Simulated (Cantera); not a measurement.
## Ammonia decomposition in nitride growth gas

A perfectly stirred reactor is fed with 5.26 % NH3, 94.7 % H2, at 16.5 Torr; it is held at 1723 K, and followed from long to short residence time.

Computed with Cantera and the gas-phase N/H chemistry of the illustrative SiF4/NH3 mechanism in the Surface Chemkin manual (1991). Walls and surfaces, which speed up NH3 decomposition in real reactors, are not modelled.

```json
[
 {"τ (s)": "21", "x NH3": "0.0359", "x H2": "0.956", "x H": "0.000382", "x NH": "8.21e-7", "x N2": "0.00793", "x N2H4": "1.90e-10", "x NH2": "3.68e-5"},
 {"τ (s)": "7.3", "x NH3": "0.0453", "x H2": "0.951", "x H": "0.000349", "x NH": "8.75e-7", "x N2": "0.00346", "x N2H4": "2.56e-10", "x NH2": "4.27e-5"},
 {"τ (s)": "2.6", "x NH3": "0.0500", "x H2": "0.948", "x H": "0.000326", "x NH": "8.43e-7", "x N2": "0.00124", "x N2H4": "2.72e-10", "x NH2": "4.40e-5"},
 {"τ (s)": "0.92", "x NH3": "0.0519", "x H2": "0.947", "x H": "0.000286", "x NH": "6.77e-7", "x N2": "0.000334", "x N2H4": "2.27e-10", "x NH2": "4.02e-5"},
 {"τ (s)": "0.33", "x NH3": "0.0525", "x H2": "0.947", "x H": "0.000194", "x NH": "3.16e-7", "x N2": "4.40e-5", "x N2H4": "1.08e-10", "x NH2": "2.76e-5"},
 {"τ (s)": "0.12", "x NH3": "0.0526", "x H2": "0.947", "x H": "8.29e-5", "x NH": "5.80e-8", "x N2": "2.00e-6", "x N2H4": "1.98e-11", "x NH2": "1.18e-5"},
 {"τ (s)": "0.041", "x NH3": "0.0526", "x H2": "0.947", "x H": "2.87e-5", "x NH": "6.94e-9", "x N2": "6.40e-8", "x N2H4": "2.37e-12", "x NH2": "4.09e-6"},
 {"τ (s)": "0.015", "x NH3": "0.0526", "x H2": "0.947", "x H": "1.05e-5", "x NH": "9.31e-10", "x N2": "2.84e-9", "x N2H4": "<1e-12", "x NH2": "1.50e-6"},
 {"τ (s)": "0.0051", "x NH3": "0.0526", "x H2": "0.947", "x H": "3.57e-6", "x NH": "1.08e-10", "x N2": "1.05e-10", "x N2H4": "<1e-12", "x NH2": "5.12e-7"},
 {"τ (s)": "0.0018", "x NH3": "0.0526", "x H2": "0.947", "x H": "1.26e-6", "x NH": "1.34e-11", "x N2": "4.24e-12", "x N2H4": "<1e-12", "x NH2": "1.82e-7"}
]
```
x: mole fraction; the columns are a selection and need not sum to one.
